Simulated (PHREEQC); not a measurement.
# Polishing slurry liquid: speciation

Make-up at 25 °C: 26 mmol/kgw KOH. Closed to the air; pH follows from the charge balance.

All values are PHREEQC results (ion-association model, phreeqc.dat), not measurements.

Precipitation was switched off in this run.

Question: What pH, specific conductance does the model give?

Answer: pH 12.34; specific conductance 6350 µS/cm.
